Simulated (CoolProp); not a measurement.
A closed Brayton cycle with carbon dioxide: compressor inlet 329.15 K and 10 MPa, high pressure 30.2 MPa, turbine inlet 995 K, compressor efficiency 0.8, turbine efficiency 0.85, recuperator effectiveness 0.8 (on enthalpy, no pinch check). Each further row changes one setting.

Values from CoolProp's reference Helmholtz-energy equation of state, Span 1996.

```json
[
 {"case": "as stated", "thermal efficiency (%)": "30.5", "net work (kJ/kg)": "110", "compressor to turbine work": "0.34", "compressor exit (K)": "412.9", "turbine exit (K)": "854.0"},
 {"case": "turbine inlet 945 K", "thermal efficiency (%)": "29.6", "net work (kJ/kg)": "101", "compressor to turbine work": "0.36", "compressor exit (K)": "412.9", "turbine exit (K)": "808.6"},
 {"case": "compressor inlet 339.15 K", "thermal efficiency (%)": "___", "net work (kJ/kg)": "101", "compressor to turbine work": "___", "compressor exit (K)": "___", "turbine exit (K)": "854.0"},
 {"case": "high pressure 25.7 MPa", "thermal efficiency (%)": "___", "net work (kJ/kg)": "___", "compressor to turbine work": "___", "compressor exit (K)": "400.2", "turbine exit (K)": "873.8"},
 {"case": "recuperator effectiveness 0.5", "thermal efficiency (%)": "___", "net work (kJ/kg)": "110", "compressor to turbine work": "0.34", "compressor exit (K)": "412.9", "turbine exit (K)": "854.0"}
]
```

Q: Complete the blanks.

A: 
- compressor inlet 339.15 K, thermal efficiency (%): 29.3
- compressor inlet 339.15 K, compressor to turbine work: 0.40
- compressor inlet 339.15 K, compressor exit (K): 434.8
- high pressure 25.7 MPa, thermal efficiency (%): 28.7
- high pressure 25.7 MPa, net work (kJ/kg): 98.0
- high pressure 25.7 MPa, compressor to turbine work: 0.32
- recuperator effectiveness 0.5, thermal efficiency (%): 21.3
